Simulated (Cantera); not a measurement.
Input: 1 mol Si2Cl6, 0.021 mol HCl, 110 mol N2, held at 2.10 mbar.

Cantera equilibrium calculation (NASA polynomials, part measured and part estimated; ideal gas, pure solids and liquids). Candidate condensed phases: NH4Cl, Si, Si3N4; 28 gas species. The feed counts by its element totals alone. N2 is the only nitrogen source here; it is nearly inert below about 1500 K, so the nitride shown seldom forms there in practice. Kinetics and transport are ignored.

Problem. Which condensed phases are stable at each of these points (T (K)): 850, 950, 1050, 1150, 1250, 1350, 1450?

Solution. 
```tsv
T (K)	condensed phases	Si condensed (%)
850	Si3N4(s)	25.0
950	Si3N4(s)	25.0
1050	Si3N4(s)	24.8
1150	Si3N4(s)	23.3
1250	Si3N4(s)	13.8
1350	gas only	0.0
1450	gas only	0.0
```

From 850 K to 1250 K the condensed part is Si3N4(s). From 1350 K to 1450 K nothing is condensed.
